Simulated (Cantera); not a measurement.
Cantera with NASA thermochemical tables; ideal gases at 1 bar, condensed phases pure. Values are per mole of reaction as written; species without (g) are pure solids or liquids, kept so even where they would boil at 1 bar.

Between 400 and 525 K, where is each reaction favourable under standard conditions?
- I2(g) + 2 H(g) ⇌ 2 HI(g)
- 2 HI(g) ⇌ I2 + 2 H(g)


- I2(g) + 2 H(g) ⇌ 2 HI(g): ΔG° is -415 kJ at 400 K and -404 kJ at 525 K; it stays negative (K > 1). ΔH° is -450 kJ and ΔS° -88 J/K at 525 K.
- 2 HI(g) ⇌ I2 + 2 H(g): ΔG° is 409 kJ at 400 K and 410 kJ at 525 K; it stays positive (K < 1). ΔH° is 411 kJ and ΔS° 2 J/K at 525 K.
